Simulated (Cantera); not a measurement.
A freely propagating, adiabatic, planar premixed flame of 13.6 % CH4, 18.1 % O2, 68.3 % N2, unburnt at 425 K and 760 Torr; multicomponent+Soret transport, grid criteria slope 0.08 and curve 0.16, no radiation.

Model: GRI-Mech 3.0 (53 species, 325 reactions), integrated in Cantera. Burning velocities carry a grid error of a few per cent, more on coarse grids.

x: mole fraction of selected species; z is measured from the peak of heat release.

```csv
z (mm),T (K),u (m/s),x CH4,x O2,x CO2,x N2O,x NO,x H
-3.00,426,0.213,0.136,0.181,1.31e-6,<1e-8,<1e-8,<1e-8
-2.00,432,0.216,0.134,0.180,1.33e-5,<1e-8,<1e-8,<1e-8
-1.50,454,0.228,0.131,0.178,9.03e-5,<1e-8,1.38e-8,<1e-8
-1.00,579,0.294,0.119,0.168,0.000865,<1e-8,1.43e-7,<1e-8
-0.500,1036,0.540,0.0819,0.122,0.00635,<1e-8,1.72e-6,(withheld)
-0.250,1408,0.746,0.0484,0.0775,0.0131,1.20e-8,3.64e-6,(withheld)
0,1749,0.942,0.0166,0.0306,0.0223,1.55e-8,6.36e-6,(withheld)
0.250,1910,1.04,0.00461,0.00797,0.0295,<1e-8,1.02e-5,0.00152
0.500,1961,1.06,0.00208,0.00211,0.0335,<1e-8,1.36e-5,0.00146
1.00,1986,1.08,0.00112,0.000256,0.0369,<1e-8,1.75e-5,(withheld)
2.00,1994,1.08,0.000795,1.66e-5,0.0386,<1e-8,2.07e-5,(withheld)
4.00,1995,1.08,0.000590,5.99e-7,0.0392,<1e-8,2.44e-5,0.000427
8.00,1993,1.08,0.000364,2.78e-7,0.0391,<1e-8,3.14e-5,0.000406
```

### Question
Complete the blanks.

### Answer

- -0.500, x H: 6.86e-6
- -0.250, x H: 9.84e-5
- 0, x H: 0.000783
- 1.00, x H: 0.000955
- 2.00, x H: 0.000563
